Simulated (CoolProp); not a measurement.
A single-stage vapour-compression cycle with cyclopropane: evaporating at 322.15 K (dew point), condensing at 377.15 K (bubble point), superheat 0 K, subcooling 0 K, compressor efficiency 0.65, no pressure losses. Each further row changes one setting.

Computed with CoolProp (reference Helmholtz-energy equation of state, Polt 1992). This equation is an older, rougher fit; its heat capacities, sound speeds and derivatives of the liquid may be far off and weren't checked against measurements.

```csv
case,cooling COP,pressure ratio,discharge temperature (K),refrigerating effect (kJ/kg),volumetric capacity (kJ/m³)
as stated,?,2.97,398.2,203,5210
evaporating temperature 327.15 K,2.70,2.65,?,206,?
condensing temperature 372.15 K,?,2.73,391.9,?,?
subcooling 5 K,2.59,2.97,398.2,222,?
superheat 10 K,2.42,2.97,407.5,222,?
compressor efficiency 0.55,2.00,2.97,403.9,203,5210
```

Fill in the missing entries.


- as stated, cooling COP: 2.36
- evaporating temperature 327.15 K, discharge temperature (K): 395.9
- evaporating temperature 327.15 K, volumetric capacity (kJ/m³): 5960
- condensing temperature 372.15 K, cooling COP: 2.79
- condensing temperature 372.15 K, refrigerating effect (kJ/kg): 221
- condensing temperature 372.15 K, volumetric capacity (kJ/m³): 5670
- subcooling 5 K, volumetric capacity (kJ/m³): 5710
- superheat 10 K, volumetric capacity (kJ/m³): 5370
